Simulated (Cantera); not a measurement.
What does this Cantera script print?

```python
import numpy as np
import cantera as ct

gas_names = """
    C CO COS CO2 CS CS2 C2 C2O C3 C3O2 C4 C5 Mg MgO MgS Mg2 O O2 O3 S SO SO2 SO3 S2 S2O S8
""".split()
cond_names = """
    C(gr) Mg(cr) Mg(L) MgCO3(s) MgO(s) MgO(L) MgS(s) MgSO4(s) MgSO4(L) S(cr1) S(cr2) S(L)
""".split()


# ... load() reads the species with a 1 bar reference pressure and builds the phases ...
atoms = {
    'MgSO4': {'Mg': 1, 'S': 1, 'O': 4},
    'CO2': {'C': 1, 'O': 2},
}
top_T = {'C(gr)': 4500, 'MgS(s)': 2250}  # K; cautious upper limits of use, not melting points


# ... equilibrate(T, P, feed) seeds the gas with the atoms and calls Mixture.equilibrate('TP', solver="vcs", rtol=1e-11, max_steps=5000) ...
results = []
T = 873  # K
P = 140  # Pa
for m in [0.017, 0.019, 0.023, 0.027, 0.031, 0.037, 0.043, 0.05, 0.059, 0.069, 0.081, 0.095, 0.11]:
    feed = {'MgSO4': 1, 'CO2': m}  # mol
    mix = equilibrate(T, P, feed)
    results.append((T, P, feed, dict(zip(mix.species_names, mix.species_moles))))

top = {s: max(r[3][s] / sum(r[3][g] for g in gas_names) for r in results) for s in gas_names}
cols = sorted((s for s in top if top[s] > 0.0001), key=lambda s: -top[s])[:8]
seen = [c for c in cond_names if any(r[3].get(c, 0) > 1e-12 for r in results)]
print("log10 of partial pressures in bar; condensed amounts in mol")
print(f"{'n(CO2)':>10s}" + "".join(f"{s[:9]:>10s}" for s in cols + seen))
for T, P, feed, n in results:
    ng = sum(n[g] for g in gas_names)
    print(f"{feed['CO2']:10.4g}" + "".join(f"{np.log10(max(n[s] / ng * P / 1e5, 1e-99)):10.3f}" for s in cols)
          + "".join(f"{n.get(c, 0):10.4g}" for c in seen))
```

Result:

```
log10 of partial pressures in bar; condensed amounts in mol
    n(CO2)       CO2       SO2        O2    MgO(s)  MgSO4(s)
     0.017    -2.855    -5.509    -5.810 3.822e-05         1
     0.019    -2.855    -5.509    -5.810 4.271e-05         1
     0.023    -2.855    -5.509    -5.810  5.17e-05    0.9999
     0.027    -2.855    -5.509    -5.810  6.07e-05    0.9999
     0.031    -2.855    -5.509    -5.810 6.969e-05    0.9999
     0.037    -2.855    -5.509    -5.810 8.318e-05    0.9999
     0.043    -2.855    -5.509    -5.810 9.667e-05    0.9999
      0.05    -2.855    -5.509    -5.810 0.0001124    0.9999
     0.059    -2.855    -5.509    -5.810 0.0001326    0.9999
     0.069    -2.855    -5.509    -5.810 0.0001551    0.9998
     0.081    -2.855    -5.509    -5.810 0.0001821    0.9998
     0.095    -2.855    -5.509    -5.810 0.0002136    0.9998
      0.11    -2.855    -5.509    -5.810 0.0002473    0.9998
```

Method: chemical equilibrium by Gibbs-energy minimisation in Cantera with the NASA 1993 tables (ideal gas, pure condensed phases).
